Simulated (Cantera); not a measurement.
A closed system holds: 1 mol CH2F2, 4.5 mol H2, held at 0.100 bar.

Cantera equilibrium calculation (NASA polynomials, part measured and part estimated; ideal gas, pure solids and liquids). Candidate condensed phases: C, C6H6, C7H8, C8H18; 110 gas species. Ions and electrons are included (thermal ionisation). Equilibrium is a limit: real reactors are often held back by kinetics, nucleation or transport. All values below are at 3750 K.

Base state: H 0.721, HF 0.138, H2 0.0518, F 0.0354, C 0.0280, C3 0.0113, C2 0.00716, C2H 0.00349 (mole fractions); condensed: gas only.

Question: What changes in the equilibrium state with this change: H2 from 4.5 to 0.24 mol?

Answer: 
| species | before | after |
|---|---|---|
| HF | 0.138 | 0.332 |
| H | 0.721 | 0.321 |
| F | 0.0354 | 0.192 |
| CF | 0.00258 | 0.0230 |
| H2 | 0.0518 | 0.0102 |
| C3 | 0.0113 | 0.0507 |
| C2 | 0.00716 | 0.0194 |
| C | 0.0280 | 0.0461 |
| CF2 | 7.14e-6 | 0.000344 |
| C5 | 4.40e-5 | 0.000533 |
| C4 | 4.05e-5 | 0.000298 |
| C2HF | 4.71e-6 | 3.08e-5 |
| CH2 | 1.35e-5 | 4.41e-6 |
